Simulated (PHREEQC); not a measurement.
30 mol of Mirabilite (Na2SO4:10H2O) is brought to equilibrium with 1 kg of water holding 0.042 mol/kgw HCl, at 25 °C and several pressures. The system is closed to CO2. Solids allowed: Mirabilite. Others were left out.

Base run: PHREEQC, Pitzer model, pitzer.dat. Each further column changes one thing. The table gives pH.

```csv
P (atm),base,temperature from 25 to 15 °C
1,2.59,2.32
50,2.58,2.32
100,2.57,2.31
200,2.56,2.30
300,2.55,2.29
400,2.54,2.29
500,2.53,2.28
600,2.53,2.28
800,2.53,2.29
1000,2.53,2.30
```

In brines, pH and single-ion activities rest on the MacInnes convention.
